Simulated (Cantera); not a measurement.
An isothermal, constant-pressure homogeneous reactor starts with 41.7 % CH4, 58.3 % CO2, at 1423 K and 8.78 atm.

Model: GRI-Mech 3.0 (53 species, 325 reactions), integrated in Cantera.

x: mole fraction; the columns are a selection and need not sum to one.

```json
[
 {"t (s)": "8.00e-6", "x CH4": "0.417", "x CO2": "0.583", "x HO2": "<1e-12", "x H": "2.98e-9", "x H2": "1.37e-6", "x C2H": "<1e-12", "x HCO": "<1e-12"},
 {"t (s)": "3.76e-5", "x CH4": "0.417", "x CO2": "0.583", "x HO2": "<1e-12", "x H": "3.09e-9", "x H2": "6.51e-6", "x C2H": "<1e-12", "x HCO": "<1e-12"},
 {"t (s)": "0.000177", "x CH4": "0.417", "x CO2": "0.583", "x HO2": "<1e-12", "x H": "[?]", "x H2": "3.25e-5", "x C2H": "<1e-12", "x HCO": "<1e-12"},
 {"t (s)": "0.000832", "x CH4": "0.416", "x CO2": "0.583", "x HO2": "<1e-12", "x H": "[?]", "x H2": "0.000161", "x C2H": "<1e-12", "x HCO": "1.72e-12"},
 {"t (s)": "0.00391", "x CH4": "0.415", "x CO2": "0.583", "x HO2": "<1e-12", "x H": "[?]", "x H2": "0.000889", "x C2H": "<1e-12", "x HCO": "8.49e-12"},
 {"t (s)": "0.0184", "x CH4": "0.408", "x CO2": "0.581", "x HO2": "<1e-12", "x H": "[?]", "x H2": "0.00624", "x C2H": "2.69e-12", "x HCO": "1.74e-11"},
 {"t (s)": "0.0865", "x CH4": "0.376", "x CO2": "0.565", "x HO2": "<1e-12", "x H": "[?]", "x H2": "0.0340", "x C2H": "4.44e-11", "x HCO": "2.96e-11"},
 {"t (s)": "0.407", "x CH4": "0.275", "x CO2": "0.473", "x HO2": "<1e-12", "x H": "[?]", "x H2": "0.0809", "x C2H": "1.87e-10", "x HCO": "4.40e-10"},
 {"t (s)": "1.91", "x CH4": "0.132", "x CO2": "0.264", "x HO2": "<1e-12", "x H": "[?]", "x H2": "0.0870", "x C2H": "5.28e-10", "x HCO": "2.81e-9"},
 {"t (s)": "9.00", "x CH4": "0.135", "x CO2": "0.203", "x HO2": "<1e-12", "x H": "[?]", "x H2": "0.119", "x C2H": "2.42e-10", "x HCO": "4.87e-9"}
]
```

**Question.** Some entries are withheld; supply them.

**Answer.** 
- 0.000177, x H: 3.38e-9
- 0.000832, x H: 3.95e-9
- 0.00391, x H: 7.70e-9
- 0.0184, x H: 3.45e-8
- 0.0865, x H: 1.45e-7
- 0.407, x H: 3.56e-7
- 1.91, x H: 6.25e-7
- 9.00, x H: 7.72e-7
